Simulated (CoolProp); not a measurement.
500 sccm (0 °C, 1 atm) of nitrogen bubbles through liquid n-undecane at 345.2 K and leaves saturated at a total pressure of 0.0163 MPa (ideal gas phase). Each further row changes one setting.

Model: reference Helmholtz-energy equation of state, Aleksandrov 2011, in CoolProp. It is a short technical equation, of lower accuracy than the large ones.

```
case                       vapour pressure (kPa)  mole fraction of vapour  delivery (mg/min)  delivery (sccm)  change of delivery for a bath 1 K warmer (%)
-------------------------  ---------------------  -----------------------  -----------------  ---------------  --------------------------------------------
as stated                                   1.16                   0.0709                266             38.2                                           5.9
bath temperature 350.2 K                    1.50                   0.0920                353             50.6                                           5.8
total pressure 0.0326 MPa                   1.16                   0.0355                128             18.4                                           5.6
```
